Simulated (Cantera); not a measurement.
A perfectly stirred reactor is fed with CH₄ : N₂ = 1 : 1.1 (molar parts), at 1.10 bar; it is held at 1625 K, and followed from long to short residence time.

Cantera simulation using GRI-Mech 3.0 (53 species, 325 reactions); the numbers are that mechanism's predictions, not measurements. GRI-Mech 3.0 stops at C3 and has no aromatics, soot or wall deposition, so with more carbon than oxygen in the feed, carbon stays in small species such as C2H2 where larger ones or solid carbon would form.

x: mole fraction; the columns are a selection and need not sum to one.

| τ (s) | x CH₄ | x C₂H₂ | x CH₂ | x H₂ | x CH₃ | x C₂H₆ | x C₂H |
|---|---|---|---|---|---|---|---|
| 5.5 | 0.0401 | 0.142 | 7.45e-9 | 0.440 | 7.99e-5 | 1.49e-5 | [?] |
| 1.6 | 0.0580 | 0.137 | 9.80e-9 | 0.422 | 0.000111 | 2.44e-5 | 4.94e-8 |
| 0.49 | 0.0964 | 0.124 | 1.44e-8 | 0.383 | 0.000174 | 5.58e-5 | [?] |
| 0.15 | 0.165 | 0.101 | 2.20e-8 | 0.314 | 0.000284 | 0.000152 | [?] |
| 0.044 | 0.262 | 0.0678 | 3.41e-8 | 0.214 | 0.000448 | 0.000405 | [?] |
| 0.013 | 0.358 | 0.0332 | 5.07e-8 | 0.115 | 0.000642 | 0.000889 | [?] |
| 0.0039 | 0.426 | 0.00953 | 6.55e-8 | 0.0448 | 0.000798 | 0.00143 | [?] |
| 0.0012 | 0.461 | 0.00109 | 5.77e-8 | 0.0114 | 0.000777 | 0.00131 | 5.81e-10 |
| 0.00035 | 0.473 | 3.69e-5 | 2.85e-8 | 0.00189 | 0.000547 | 0.000513 | 3.61e-11 |

### Question
What belongs in the gaps?

### Answer

- 5.5, x C₂H: 5.36e-8
- 0.49, x C₂H: 4.25e-8
- 0.15, x C₂H: 3.32e-8
- 0.044, x C₂H: 2.23e-8
- 0.013, x C₂H: 1.19e-8
- 0.0039, x C₂H: 3.97e-9
